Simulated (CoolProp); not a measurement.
The numbers come from the reference Helmholtz-energy equation of state, Akasaka 2023 in CoolProp.

Give the vapour pressure (MPa), liquid density (kg/m³), vapour Z of saturated R1224YDZ at 264.7 K.


```json
[
 {"T (K)": "264.7", "p (MPa)": "0.0375", "liquid density (kg/m³)": "1450", "vapour Z": "0.974"}
]
```
